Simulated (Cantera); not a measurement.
Input (Python, Cantera) and output of one run.

```python
import numpy as np
import cantera as ct

gas_names = """
    H HO2 H2 H2O H2O2 O OH O2 O3 Pb PbO Pb2
""".split()
cond_names = """
    H2O(s) H2O(L) Pb(cr) Pb(L) PbO(rd) PbO(yw) PbO(L) PbO2(s) Pb3O4(s)
""".split()


# ... load() reads the species with a 1 bar reference pressure and builds the phases ...
atoms = {
    'PbO': {'Pb': 1, 'O': 1},
    'O2': {'O': 2},
    'H2': {'H': 2},
}
top_T = {'Pb3O4(s)': 820}  # K; cautious upper limits of use, not melting points


# ... equilibrate(T, P, feed) seeds the gas with the atoms and calls Mixture.equilibrate('TP', solver="vcs", rtol=1e-11, max_steps=5000) ...
results = []
feed = {'PbO': 1, 'O2': 0.034, 'H2': 1.4}  # mol
P = 1300  # Pa
for T in [1073, 1123, 1173, 1223, 1273, 1323, 1373]:
    mix = equilibrate(T, P, feed)
    results.append((T, P, feed, dict(zip(mix.species_names, mix.species_moles))))
    x = sorted(zip(gas.X, gas.species_names), reverse=True)
    print(f"T = {T:g} K  P = {P:g} Pa  gas = {mix.phase_moles(0):.4g} mol")
    print("   x: " + "  ".join(f"{s} {v:.3e}" for v, s in x if v > 0.001))
    print("   condensed (mol): " + ("  ".join(f"{mix.phase(i).name} {mix.phase_moles(i):.4g}"
          for i in range(1, mix.n_phases) if mix.phase_moles(i) > 1e-12) or "none"))
```

Result:

```
T = 1073 K  P = 1300 Pa  gas = 1.408 mol
   x: H2O 7.586e-01  H2 2.358e-01  Pb 5.622e-03
   condensed (mol): Pb(L) 0.9921
T = 1123 K  P = 1300 Pa  gas = 1.42 mol
   x: H2O 7.521e-01  H2 2.338e-01  Pb 1.406e-02
   condensed (mol): Pb(L) 0.98
T = 1173 K  P = 1300 Pa  gas = 1.447 mol
   x: H2O 7.381e-01  H2 2.295e-01  Pb 3.244e-02
   condensed (mol): Pb(L) 0.9531
T = 1223 K  P = 1300 Pa  gas = 1.505 mol
   x: H2O 7.096e-01  H2 2.206e-01  Pb 6.981e-02
   condensed (mol): Pb(L) 0.8949
T = 1273 K  P = 1300 Pa  gas = 1.63 mol
   x: H2O 6.551e-01  H2 2.037e-01  Pb 1.412e-01
   condensed (mol): Pb(L) 0.7697
T = 1323 K  P = 1300 Pa  gas = 1.919 mol
   x: H2O 5.563e-01  Pb 2.705e-01  H2 1.731e-01
   condensed (mol): Pb(L) 0.4806
T = 1373 K  P = 1300 Pa  gas = 2.4 mol
   x: H2O 4.448e-01  Pb 4.164e-01  H2 1.385e-01
   condensed (mol): none
```

These are equilibrium values from Cantera (NASA tables, ideal gas, pure condensed phases), not measurements of a reactor.
